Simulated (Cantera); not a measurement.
## Equilibrium for aluminium and copper etching: Cu + F₂ + N₂ + HF

Feed: 1 mol Cu, 1.8 mol F₂, 32 mol N₂, 19 mol HF, at 0.0240 bar.

Equilibrium computed with Cantera from the NASA thermochemical tables; the gas is ideal and each condensed phase is pure. Candidate condensed phases: Cu, CuF₂; 25 gas species. The numbers say what is thermodynamically allowed, not how fast it happens.

```csv
T (K),log p N₂,log p HF,log p F,log p CuF₂,log p F₂,n CuF₂(s)
950,-1.83,-2.06,-3.26,-5.62,-4.05,0.995
1000,-1.84,-2.06,-3.19,-4.92,-4.36,0.974
1050,-1.84,-2.06,-3.16,-4.29,-4.72,0.888
1100,-1.84,-2.07,-3.15,-3.73,-5.07,0.587
1150,-1.84,-2.07,-3.15,-3.35,-5.41,0
1200,-1.84,-2.07,-3.15,-3.35,-5.72,0
1250,-1.84,-2.07,-3.15,-3.35,-6.00,0
1300,-1.84,-2.07,-3.15,-3.35,-6.27,0
1350,-1.84,-2.07,-3.15,-3.35,-6.52,0
1400,-1.84,-2.07,-3.14,-3.35,-6.75,0
1450,-1.84,-2.07,-3.14,-3.35,-6.96,0
1500,-1.84,-2.07,-3.14,-3.35,-7.16,0
```
log p: log10 of the partial pressure in bar; n: condensed amount in mol.

From 950 K to 1100 K the condensed part is CuF₂(s). From 1150 K to 1500 K nothing is condensed. The main Cu-bearing gas is CuF₂ throughout.
